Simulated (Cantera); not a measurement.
An isothermal, constant-pressure homogeneous reactor starts with CO : O2 : H2O : N2 = 0.0013 : 0.018 : 0.012 : 1 (molar parts), equivalence ratio 0.036, at 1475 K and 1.00 bar.

Detailed kinetics in Cantera: GRI-Mech 3.0 (53 species, 325 reactions).

x: mole fraction; the columns are a selection and need not sum to one.

```json
[
 {"t (s)": "0.000800", "x CO": "0.00126", "x O2": "0.0175", "x H2O": "0.0116", "x NO": "<1e-12", "x NO2": "<1e-12"},
 {"t (s)": "0.00246", "x CO": "0.00111", "x O2": "0.0173", "x H2O": "0.0116", "x NO": "3.11e-10", "x NO2": "<1e-12"},
 {"t (s)": "0.00759", "x CO": "7.48e-5", "x O2": "0.0168", "x H2O": "0.0116", "x NO": "…", "x NO2": "1.97e-10"},
 {"t (s)": "0.0234", "x CO": "3.65e-6", "x O2": "0.0168", "x H2O": "0.0116", "x NO": "1.16e-7", "x NO2": "3.96e-10"},
 {"t (s)": "0.0721", "x CO": "2.06e-7", "x O2": "0.0168", "x H2O": "0.0116", "x NO": "1.25e-7", "x NO2": "2.77e-10"},
 {"t (s)": "0.222", "x CO": "4.07e-8", "x O2": "0.0168", "x H2O": "0.0116", "x NO": "1.29e-7", "x NO2": "2.16e-10"},
 {"t (s)": "0.684", "x CO": "3.27e-8", "x O2": "0.0168", "x H2O": "0.0116", "x NO": "1.31e-7", "x NO2": "2.15e-10"},
 {"t (s)": "2.11", "x CO": "3.27e-8", "x O2": "0.0168", "x H2O": "0.0116", "x NO": "1.40e-7", "x NO2": "2.28e-10"},
 {"t (s)": "6.49", "x CO": "3.27e-8", "x O2": "0.0168", "x H2O": "0.0116", "x NO": "…", "x NO2": "2.70e-10"},
 {"t (s)": "20.0", "x CO": "3.27e-8", "x O2": "0.0168", "x H2O": "0.0116", "x NO": "…", "x NO2": "3.98e-10"}
]
```

Question: Some entries are withheld; supply them.

Answer: 
- 0.00759, x NO: 7.93e-8
- 6.49, x NO: 1.65e-7
- 20.0, x NO: 2.44e-7
